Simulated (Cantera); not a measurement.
An isothermal, constant-pressure homogeneous reactor starts with H₂ : O₂ : N₂ = 0.014 : 1 : 0.2 (molar parts), at 923 K and 1500 Pa.

Computed with Cantera and GRI-Mech 3.0 (53 species, 325 reactions). Radical loss at walls, strong at low pressure, is not modelled. Below about 950 K walls govern HO2 and H2O2 in real vessels.

x: mole fraction; the columns are a selection and need not sum to one.

```json
[
 {"t (s)": "1.00e-5", "x H₂": "0.0115", "x O₂": "0.824", "x H₂O": "<1e-12", "x OH": "<1e-12", "x H": "<1e-12", "x O": "<1e-12"},
 {"t (s)": "6.13e-5", "x H₂": "0.0115", "x O₂": "0.824", "x H₂O": "<1e-12", "x OH": "<1e-12", "x H": "<1e-12", "x O": "<1e-12"},
 {"t (s)": "0.000376", "x H₂": "0.0115", "x O₂": "0.824", "x H₂O": "<1e-12", "x OH": "1.64e-12", "x H": "2.42e-12", "x O": "2.01e-12"},
 {"t (s)": "0.00231", "x H₂": "0.0115", "x O₂": "0.824", "x H₂O": "5.36e-11", "x OH": "2.87e-11", "x H": "1.83e-11", "x O": "5.72e-11"},
 {"t (s)": "0.0141", "x H₂": "0.0115", "x O₂": "0.824", "x H₂O": "8.74e-7", "x OH": "2.98e-7", "x H": "1.75e-7", "x O": "(withheld)"},
 {"t (s)": "0.0867", "x H₂": "5.90e-5", "x O₂": "0.822", "x H₂O": "0.0114", "x OH": "0.000124", "x H": "7.35e-5", "x O": "(withheld)"},
 {"t (s)": "0.532", "x H₂": "1.63e-6", "x O₂": "0.823", "x H₂O": "0.0116", "x OH": "2.09e-5", "x H": "5.55e-7", "x O": "(withheld)"},
 {"t (s)": "3.26", "x H₂": "4.90e-8", "x O₂": "0.823", "x H₂O": "0.0116", "x OH": "4.25e-6", "x H": "4.39e-9", "x O": "(withheld)"},
 {"t (s)": "20.0", "x H₂": "1.52e-9", "x O₂": "0.823", "x H₂O": "0.0116", "x OH": "1.12e-6", "x H": "7.83e-11", "x O": "(withheld)"}
]
```

Task: Fill in the missing entries.

Result: 
- 0.0141, x O: 6.67e-7
- 0.0867, x O: 0.00100
- 0.532, x O: 4.51e-5
- 3.26, x O: 1.75e-6
- 20.0, x O: 1.19e-7
